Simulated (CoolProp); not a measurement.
Vapour-liquid equilibrium of R134a (1) + R123 (2) at 0.114 MPa; x and y are mole fractions of (1).

Values from CoolProp's multi-fluid Helmholtz-energy mixture model, Tillner-Roth 1994 and Younglove 1994; pair parameters Bell 2016.

Question: Give the bubble temperature and the first vapour's composition at x = 0.05, 0.275, 0.725. Is there an azeotrope?

Answer: x = 0.05: 294.8 K, y = 0.317; x = 0.275: 271.0 K, y = 0.799; x = 0.725: 255.1 K, y = 0.955. No azeotrope shows between x = 0.05 and 0.95.

Pair parameters are fitted to limited data, so mixtures are less certain than the pure fluids.
